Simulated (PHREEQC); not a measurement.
PHREEQC input (Pitzer model, pitzer.dat):

```
SOLUTION 1
  temp 75
  units mol/kgw
  pH 7 charge
  Na 0.5408
  Cl 0.37
  S(6) 0.0054
END
USE solution 1
INCREMENTAL_REACTIONS false
REACTION 1
  H2O -1
  0 9.886 18.011 24.689 30.178 34.689 38.397 41.444
  43.949 46.007 47.699 49.089 50.232 51.172 51.944 52.578
  53.1 53.528 53.88 54.17 54.408 moles
EQUILIBRIUM_PHASES 1
  Halite 0 0
  Mirabilite 0 0
  Thenardite 0 0
SELECTED_OUTPUT 1
  -reset false
  -pH true
  -pe true
  -ionic_strength true
  -water true
  -activities H2O
  -totals Cl Na S
  -molalities H+ Na+ Cl- SO4-2 OH- HSO4-
  -equilibrium_phases Halite Mirabilite Thenardite
PRINT
  -reset false
END
```

Selected output (columns that matter, 20 of 21 rows; water left (kg) added in front):

```
water left (kg)	pH	mu	Cl	Na	S	m_H+	m_Na+	m_Cl-	m_SO4-2	m_OH-	la_H2O	Halite
1	11.69	0.5462	0.37	0.5408	0.0054	2.9858e-12	0.5408	0.37	0.0054	0.16	-0.0076967	0
0.821894	11.768	0.66456	0.45018	0.65799	0.0065702	2.4974e-12	0.65799	0.45018	0.0065702	0.19467	-0.0093952	0
0.675514	11.846	0.80857	0.54773	0.80058	0.0079939	2.0729e-12	0.80058	0.54773	0.0079939	0.23686	-0.011487	0
0.555203	11.925	0.98378	0.66642	0.97406	0.0097262	1.7038e-12	0.97406	0.66642	0.0097262	0.28818	-0.014071	0
0.456313	12.006	1.197	0.81085	1.1852	0.011834	1.3831e-12	1.1852	0.81085	0.011834	0.35064	-0.017276	0
0.375043	12.088	1.4564	0.98655	1.442	0.014398	1.1054e-12	1.442	0.98655	0.014398	0.42662	-0.021267	0
0.30824	12.172	1.772	1.2004	1.7545	0.017519	8.6656e-13	1.7545	1.2004	0.017519	0.51908	-0.02626	0
0.253345	12.259	2.1559	1.4605	2.1346	0.021315	6.6333e-13	2.1346	1.4605	0.021315	0.63155	-0.032537	0
0.208215	12.349	2.6233	1.777	2.5973	0.025935	4.9323e-13	2.5973	1.777	0.025935	0.76844	-0.04047	0
0.171138	12.442	3.1916	2.162	3.16	0.031554	3.5431e-13	3.16	2.162	0.031554	0.93492	-0.050527	0
0.115613	12.636	4.7244	3.2003	4.6777	0.046708	1.61e-13	4.6777	3.2003	0.046708	1.3839	-0.079555	0
0.0950203	12.736	5.7482	3.8939	5.6914	0.05683	1.0086e-13	5.6914	3.8939	0.05683	1.6839	-0.10007	0
0.0780852	12.833	6.9949	4.7384	6.9258	0.069155	6.0016e-14	6.9258	4.7384	0.069155	2.049	-0.12565	0
0.0641769	12.926	8.4177	5.6722	8.3336	0.084142	3.5143e-14	8.3336	5.6722	0.084142	2.4931	-0.15459	0.0059761
0.0527548	13.062	8.8865	5.5465	8.7841	0.10236	2.8793e-14	8.7841	5.5465	0.10236	3.0329	-0.16139	0.077397
0.0433504	13.209	9.4878	5.4233	9.3633	0.12457	2.3377e-14	9.3633	5.4233	0.12457	3.6909	-0.17014	0.1349
0.0356396	13.367	10.268	5.3239	10.116	0.15152	1.8738e-14	10.116	5.3239	0.15152	4.4894	-0.18121	0.18026
0.0292979	13.536	11.305	5.2913	11.121	0.18431	1.4732e-14	11.121	5.2913	0.18431	5.4611	-0.19481	0.21498
0.0240733	13.707	12.743	5.4235	12.518	0.22432	1.129e-14	12.518	5.4235	0.22432	6.6464	-0.21007	0.23944
0.0197855	13.848	14.899	5.9936	14.626	0.27293	8.4582e-15	14.626	5.9936	0.27293	8.0867	-0.22112	0.25141
```

Complexes and solids missing from the database can't appear. Constants without temperature data keep their 25 °C values here.
